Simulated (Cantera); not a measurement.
# Silicon epitaxy and polysilicon growth: SiHCl₃ + Cl₂ + N₂

Feed: 1 mol SiHCl₃, a varied amount of Cl₂, 8.9 mol N₂, held at 7.50 Torr.

These are equilibrium values from Cantera (NASA tables, ideal gas, pure condensed phases), not measurements of a reactor. Candidate condensed phases: NH₄Cl, Si, Si₃N₄; 28 gas species. N₂ is the only nitrogen source here; it is nearly inert below about 1500 K, so the nitride shown seldom forms there in practice. The tables' values for SiCl₃ are old estimates. The numbers say what is thermodynamically allowed, not how fast it happens.

Stable condensed phases:

```
T in K \ n(Cl₂) in mol
         0.012  0.02 0.033 0.054  0.09  0.15  0.25  0.41  0.68
   1748      A     A     A     A     A     A     A     A     A
   1698      A     A     A     A     A     A     A     A     A
   1648      A     A     A     A     A     A     A     A     A
   1598      A     A     A     A     A     A     A     A     A
   1548      A     A     A     A     A     A     A     A     A
   1498      B     B     B     B     B     A     A     A     A
   1448      B     B     B     B     B     B     B     A     A
   1398      B     B     B     B     B     B     B     B     A
   1348      B     B     B     B     B     B     B     B     B
   1298      B     B     B     B     B     B     B     B     B
   1248      B     B     B     B     B     B     B     B     B
   1198      B     B     B     B     B     B     B     B     B
```

A: gas only; B: Si₃N₄.
